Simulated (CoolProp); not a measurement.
c-C4F8 (RC318) along the isobar 1.65 MPa: density (kg/m³) from the reference equation and from simpler models built on Tc = 388.4 K, pc = 2.778 MPa, ω = 0.355; each cubic takes its own stable root.

Model: reference Helmholtz-energy equation of state, Platzer 1990, in CoolProp. This equation is an older, rougher fit; its heat capacities, sound speeds and derivatives of the liquid may be far off and weren't checked against measurements.

```json
[
 {"T (K)": "295.6", "phase": "liquid", "reference": "1518"},
 {"T (K)": "318.3", "phase": "liquid", "reference": "1423"},
 {"T (K)": "341", "phase": "liquid", "reference": "1310"},
 {"T (K)": "363.7", "phase": "gas", "reference": "167.7"},
 {"T (K)": "386.4", "phase": "gas", "reference": "136.1"},
 {"T (K)": "409.2", "phase": "gas", "reference": "119.3"},
 {"T (K)": "431.9", "phase": "gas", "reference": "107.7"},
 {"T (K)": "454.6", "phase": "gas", "reference": "98.97"},
 {"T (K)": "477.3", "phase": "gas", "reference": "91.93"},
 {"T (K)": "500", "phase": "gas", "reference": "86.08"}
]
```

**Question.** How far does each simpler model (van der Waals, Soave-Redlich-Kwong) lie from the reference over these 10 states: mean and median of the absolute difference, and the worst?

**Answer.** 
- van der Waals: mean 13.7 %, median 2.9 %, worst -39.4 % at 341 K and 1.65 MPa
- Soave-Redlich-Kwong: mean 2.6 %, median 0.5 %, worst -9.7 % at 341 K and 1.65 MPa
